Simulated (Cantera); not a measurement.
## Fluorocarbon and chlorocarbon gases: c-C4F8 + CH4

Feed: 1 mol c-C4F8, 0.14 mol CH4, equilibrated at 1675 °C.

Equilibrium computed with Cantera from the NASA thermochemical tables; the gas is ideal and each condensed phase is pure. Candidate condensed phases: C, C6H6, C7H8, C8H18; 95 gas species. The feed counts by its element totals alone. Gases not in the tables: C2F6 and larger saturated fluorocarbons. The numbers say what is thermodynamically allowed, not how fast it happens.

```tsv
P (Pa)	x F	x CF4	x CF2	x HF	n C(graphite)
1	0.814	0.00205	0.103	0.0777	3.36
10	0.428	0.157	0.284	0.124	2.11
100	0.103	0.530	0.165	0.194	2.11
1000	0.0196	0.695	0.0598	0.221	2.21
10000	0.00355	0.746	0.0196	0.228	2.26
100000	0.000635	0.761	0.00626	0.230	2.27
```
x: gas mole fraction; n: condensed amount in mol.

From 1.00e-5 bar to 1.00 bar the condensed part is C(graphite). The main C-bearing gas is CF2 at 1.00e-5 bar and CF4 at 1.00 bar.
